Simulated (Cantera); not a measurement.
Feed: 1 mol Si₂H₆, 0.086 mol Cl₂, 24 mol H₂, equilibrated at 750 °C and 165 Torr.

Equilibrium computed with Cantera from the NASA thermochemical tables; the gas is ideal and each condensed phase is pure. Candidate condensed phases: Si; 19 gas species. The feed counts by its element totals alone. The tables' values for SiCl₃ are old estimates; treat these amounts as uncertain. The numbers say what is thermodynamically allowed, not how fast it happens.

Base state: H₂ 0.995, HCl 0.00437, SiHCl₃ 0.000339, SiCl₄ 0.000175, SiH₂Cl₂ 7.24e-5, SiCl₂ 3.41e-5, SiCl₃ 1.68e-5 (mole fractions); condensed: Si(s).

What changes in the equilibrium state with this change: Si₂H₆ replaced by Si₂Cl₆?


| species | before | after |
|---|---|---|
| H₂ | 0.995 | 0.921 |
| SiCl₄ | 0.000175 | 0.0404 |
| SiHCl₃ | 0.000339 | 0.0193 |
| HCl | 0.00437 | 0.0164 |
| SiCl₃ | 1.68e-5 | 0.000995 |
| SiCl₂ | 3.41e-5 | 0.000517 |
| SiH₂Cl₂ | 7.24e-5 | 0.00102 |
| Si(s), mol | 1.98 | 0.412 |

What changes in the equilibrium state with this change: Cl₂ from 0.086 to 0.38 mol?


```tsv
species	before	after
H₂	0.995	0.986
HCl	0.00437	0.00855
SiCl₄	0.000175	0.00262
SiCl₃	1.68e-5	0.000128
SiHCl₃	0.000339	0.00256
SiCl₂	3.41e-5	0.000132
SiH₂Cl₂	7.24e-5	0.000277
Si(s), mol	1.98	1.84
```

What changes in the equilibrium state with this change: Cl₂ from 0.086 to 0.45 mol?


```csv
species,before,after
H₂,0.995,0.984
HCl,0.00437,0.00907
SiCl₄,0.000175,0.00334
SiCl₃,1.68e-5,0.000153
SiHCl₃,0.000339,0.00307
SiCl₂,3.41e-5,0.000149
"Si(s), mol",1.98,1.81
```
